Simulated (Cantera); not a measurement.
Cantera run, input and output.

```python
import numpy as np
import cantera as ct

gas = ct.Solution("gri30.yaml")
gas.TPX = 1750, 250000, {'CH4': 1, 'O2': 2.02, 'N2': 10.9}
reactor = ct.IdealGasConstPressureReactor(gas, energy="on", clone=False)
net = ct.ReactorNet([reactor])
net.rtol, net.atol = 1e-08, 1e-16
show = ['CH4', 'O2', 'NO2', 'CH2O', 'CH2']
times = np.geomspace(1e-06, 0.1, 16)

steps = ct.SolutionArray(gas, extra=["t"])
rows = []
print(f"{'t/s':>10s}{'T/K':>9s}{'P/Pa':>11s}" + "".join(f"{s:>11s}" for s in show))
for t in times:
    while net.time < t:
        t_next = net.step()
        steps.append(gas.state, t=t_next)
    rows.append([np.interp(t, steps.t, y) for y in (steps.T, steps.P, *steps(*show).X.T)])
    print(f"{t:10.3e}{rows[-1][0]:9.1f}{rows[-1][1]:11.4g}" + "".join(f"{x:11.3e}" for x in rows[-1][2:]))
rate = np.gradient(steps.T, steps.t)
print("integrator steps:", len(steps.t))
if steps.T.max() > steps.T[0] + 200:
    print(f"time of steepest temperature rise: {steps.t[rate.argmax()]:.4e} s")
gas.TPX = 1750, 250000, {'CH4': 1, 'O2': 2.02, 'N2': 10.9}
gas.equilibrate("HP")
print(f"equilibrium (HP): T = {gas.T:.1f} K  " + "  ".join(f"{s} {gas[s].X[0]:.3e}" for s in show))
```

Result:

```
       t/s      T/K       P/Pa        CH4         O2        NO2       CH2O        CH2
 1.000e-06   1750.0    2.5e+05  7.183e-02  1.451e-01  2.046e-18  1.294e-07  3.413e-11
 2.154e-06   1749.9    2.5e+05  7.182e-02  1.451e-01  2.771e-17  7.006e-07  1.120e-10
 4.642e-06   1749.8    2.5e+05  7.178e-02  1.451e-01  3.388e-16  3.735e-06  4.329e-10
 1.000e-05   1749.6    2.5e+05  7.168e-02  1.451e-01  4.155e-15  2.066e-05  2.165e-09
 2.154e-05   1749.6    2.5e+05  7.130e-02  1.449e-01  5.501e-14  1.222e-04  1.493e-08
 4.642e-05   1754.5    2.5e+05  6.887e-02  1.436e-01  1.321e-12  7.799e-04  1.764e-07
 1.000e-04   2477.0    2.5e+05  2.137e-15  2.417e-02  1.760e-08  4.858e-10  1.142e-14
 2.154e-04   2757.2    2.5e+05  2.221e-15  1.705e-02  3.323e-07  3.401e-10  1.644e-14
 4.642e-04   2772.9    2.5e+05  2.516e-15  1.571e-02  9.288e-07  3.357e-10  1.700e-14
 1.000e-03   2767.7    2.5e+05  2.680e-15  1.466e-02  1.726e-06  3.428e-10  1.702e-14
 2.154e-03   2763.5    2.5e+05  2.818e-15  1.386e-02  2.308e-06  3.488e-10  1.702e-14
 4.642e-03   2762.5    2.5e+05  2.853e-15  1.367e-02  2.442e-06  3.503e-10  1.702e-14
 1.000e-02   2762.4    2.5e+05  2.854e-15  1.366e-02  2.445e-06  3.503e-10  1.702e-14
 2.154e-02   2762.4    2.5e+05  2.854e-15  1.366e-02  2.445e-06  3.503e-10  1.702e-14
 4.642e-02   2762.4    2.5e+05  2.854e-15  1.366e-02  2.445e-06  3.503e-10  1.702e-14
 1.000e-01   2762.4    2.5e+05  2.854e-15  1.366e-02  2.445e-06  3.503e-10  1.702e-14
integrator steps: 1744
time of steepest temperature rise: 9.0941e-05 s
equilibrium (HP): T = 2762.4 K  CH4 3.706e-15  O2 1.366e-02  NO2 2.445e-06  CH2O 3.503e-10  CH2 1.857e-14
```

Model: GRI-Mech 3.0 (53 species, 325 reactions), integrated in Cantera.
